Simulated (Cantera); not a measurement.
Feed: 1 mol Fe₃O₄, 12 mol CO, 0.26 mol H₂, equilibrated at 2400 °C and 0.330 bar.

These are equilibrium values from Cantera (NASA tables, ideal gas, pure condensed phases), not measurements of a reactor. Candidate condensed phases: C, C₆H₆, C₇H₈, C₈H₁₈, Fe, Fe(CO)₅, FeO, Fe(OH)₂, Fe(OH)₃, Fe₂O₃, Fe₃O₄, H₂O; 114 gas species. The tables' stoichiometric FeO is somewhat more stable than real wüstite, so its field is too wide. FeO: taken at fixed stoichiometry. Kinetics and transport are ignored.

Base state: CO 0.712, CO₂ 0.155, Fe 0.0974, FeO 0.00927, H₂O 0.00836, H 0.00678, H₂ 0.00578, OH 0.00245 (mole fractions); condensed: FeO(l).

What changes in the equilibrium state with this change: temperature from 2400 °C to 877 °C?


```tsv
species	before	after
CO	0.712	0.808
CO₂	0.155	0.171
H₂	0.00578	0.0169
Fe	0.0974	<1e-9
FeO	0.00927	<1e-9
OH	0.00245	<1e-9
O	0.00184	<1e-9
O₂	0.00108	<1e-9
H	0.00678	1.69e-8
FeO(l), mol	1.52	0
Fe(α), mol	0	1.15
FeO(s), mol	0	1.85
```
Mutual solubility and eutectic melting of coexisting phases are not modelled.

What changes in the equilibrium state with this change: temperature from 2400 °C to 750 °C?


```csv
species,before,after
CO,0.712,0.785
CO₂,0.155,0.193
H₂,0.00578,0.0178
Fe,0.0974,<1e-9
FeO,0.00927,<1e-9
H,0.00678,<1e-9
"FeO(l), mol",1.52,0
"Fe(α), mol",0,1.41
"FeO(s), mol",0,1.59
```
Mutual solubility and eutectic melting of coexisting phases are not modelled.
